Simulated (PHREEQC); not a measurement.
## Copper plating or etch bath: an equilibrium model

Consider water at 20 °C with 67 mmol/kgw CuCl2, 2.2 mmol/kgw HCl, 140 mmol/kgw Na2SO4 and 44 mmol/kgw HNO3. Closed to the air; pH follows from the charge balance.

Computed with PHREEQC (ion-association model, wateq4f.dat).

```json
{
 "pH": "1.84",
 "ionic_strength": "0.467 mol/kgw",
 "activity_of_water": "0.989",
 "total_alkalinity": "-46.2 meq/kg"
}
```

```
species  molality  activity   log γ
-------  --------  --------  ------
Na+         0.261     0.186  -0.147
Cl-         0.133    0.0867  -0.187
SO4-2      0.0682    0.0146  -0.671
NO3-       0.0440    0.0273  -0.207
Cu+2       0.0386   0.00993  -0.590
HSO4-      0.0274    0.0184  -0.172
CuSO4      0.0256    0.0285   0.047
H+         0.0188    0.0145  -0.115
NaSO4-     0.0188    0.0131  -0.156
CuCl+     0.00275   0.00181  -0.182
CuCl2     7.15e-5   7.96e-5   0.047
CuCl3-    3.41e-8   2.24e-8  -0.182
CuOH+     1.03e-8   6.78e-9  -0.182
```

Precipitation was switched off in this run.
